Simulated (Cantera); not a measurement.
Input: 1 mol Na2CO3, 0.2 mol CO2, held at 100 Torr.

Equilibrium computed with Cantera from the NASA thermochemical tables; the gas is ideal and each condensed phase is pure. Candidate condensed phases: C, Na, NaO2, Na2CO3, Na2O, Na2O2; 16 gas species. Rates play no part. All values below are at 1675 °C.

Base state: Na 0.530, CO2 0.324, O2 0.131, NaO 0.0116, CO 0.00208, Na2O 0.000773, O 0.000440, Na2 0.000202 (mole fractions); condensed: gas only.

Task: What changes in the equilibrium state with this change: pressure from 100 Torr to 0.113 Torr?

Result: 
```csv
species,before,after
Na,0.530,0.524
CO2,0.324,0.266
O2,0.131,0.148
CO,0.00208,0.0479
O,0.000440,0.0139
NaO,0.0116,0.000409
Na2O,0.000773,3.03e-8
Na2,0.000202,2.22e-7
```
